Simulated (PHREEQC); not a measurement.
Dissolve 0.055 mol Al2(SO4)3 and 0.00062 mol KBr per kg of water at 25 °C. Closed to the air; pH follows from the charge balance.

Equilibrium calculation in PHREEQC: ion-association model, phreeqc.dat.

This is a speciation only: nothing precipitates in the calculation.

**Question.** What pH, ionic strength does the model give?

**Answer.** pH 3.89; ionic strength 0.174 mol/kgw.

**Question.** In which forms is Al present?

**Answer.** AlSO4+ 66 %, Al(SO4)2- 25 %, Al+3 9.4 % of the Al.

Examples of supersaturated solids here: Gibbsite (slow to form). Others may be too. Species that the database lacks are ignored.
